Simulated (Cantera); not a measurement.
Feed: 1 mol SiC, 1.8 mol H2O, a varied amount of H2, held at 827 °C and 1.00 bar.

Method: chemical equilibrium by Gibbs-energy minimisation in Cantera with the NASA 1993 tables (ideal gas, pure condensed phases). Candidate condensed phases: C, C6H6, C7H8, C8H18, H2O, Si, SiC, SiO2; 123 gas species. Mutual solubility and eutectic melting of coexisting phases are not modelled. The numbers say what is thermodynamically allowed, not how fast it happens.

x: gas mole fraction; n: condensed amount in mol.

```tsv
n(H2) (mol)	x H2	x CH4	x CO	x C2H4	x C2H6	x H2O	x H	n C(graphite)	n SiC(s)	n SiO2(β-quartz)
1.2	0.966	0.0335	3.45e-6	8.35e-7	4.58e-7	2.99e-7	2.54e-8	0.803	0.100	0.900
2.4	0.966	0.0335	3.45e-6	8.35e-7	4.58e-7	2.99e-7	2.54e-8	0.764	0.100	0.900
4.8	0.966	0.0335	3.45e-6	8.35e-7	4.58e-7	2.99e-7	2.54e-8	[?]	0.100	0.900
9.6	0.966	0.0335	3.45e-6	8.35e-7	4.58e-7	2.99e-7	2.54e-8	[?]	0.100	0.900
19	0.966	0.0335	3.45e-6	8.35e-7	4.58e-7	2.99e-7	2.54e-8	[?]	0.100	0.900
38	0.977	0.0231	1.92e-6	3.89e-7	2.16e-7	2.48e-7	2.56e-8	0	0.100	0.900
75	0.988	0.0119	6.80e-7	9.98e-8	5.60e-8	1.78e-7	2.57e-8	0	0.100	0.900
```

**Question.** Complete the blanks.

**Answer.** 
- 4.8, n C(graphite): 0.686
- 9.6, n C(graphite): 0.530
- 19, n C(graphite): 0.225
